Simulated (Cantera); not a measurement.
**Transport properties of process gases**

Gas mixture: 100 % CH₃OH, at 4.58 Torr, frozen composition.

Cantera's kinetic-theory transport with the Lennard-Jones parameters of GRI-Mech 3.0, ideal gas; thermal conductivity in the mixture-averaged form. Polar gases are described roughly by these parameters. The composition is frozen, though it would react at the higher temperatures.

| T (K) | ρ (kg/m³) | cp (J/kg/K) | μ (µPa s) | λ (mW/m/K) | Pr | D (cm²/s) NO | D (cm²/s) O | D (cm²/s) NH₃ |
|---|---|---|---|---|---|---|---|---|
| 400 | 0.00588 | 1604 | 13.1 | 28.2 | 0.745 | 43.2 | 69.6 | 43.7 |
| 600 | 0.00392 | 2101 | 19.7 | 55.5 | 0.746 | 90.4 | 145 | 97.9 |
| 800 | 0.00294 | 2491 | 25.8 | 85.9 | 0.747 | 150 | 239 | 170 |
| 1000 | 0.00235 | 2798 | 31.3 | 117 | 0.751 | 220 | 350 | 257 |
| 1200 | 0.00196 | 3031 | 36.4 | 147 | 0.752 | 301 | 477 | 359 |
| 1400 | 0.00168 | 3214 | 41.1 | 176 | 0.751 | 390 | 619 | 473 |
| 1600 | 0.00147 | 3357 | 45.4 | 203 | 0.750 | 489 | 774 | 598 |
| 1800 | 0.00131 | 3468 | 49.5 | 229 | 0.749 | 595 | 943 | 735 |
D: mixture-averaged diffusion coefficient of that species in the mixture.
